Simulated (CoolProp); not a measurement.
Properties of n-undecane at several states.

The numbers come from the reference Helmholtz-energy equation of state, Aleksandrov 2011 in CoolProp. It is a short technical equation, of lower accuracy than the large ones.

| T (K) | p (MPa) | phase | expansivity (1/kK) | fugacity coefficient |
|---|---|---|---|---|
| 399.7 | 4.79 | liquid | 1.136 | 0.003678 |
| 266 | 0.0847 | liquid | 1.021 | 4.064e-5 |
| 335.5 | 3.11 | liquid | 1.048 | 0.0002784 |
| 467.8 | 0.246 | liquid | 1.517 | 0.3790 |
| 373.6 | 0.0422 | liquid | 1.148 | 0.1063 |
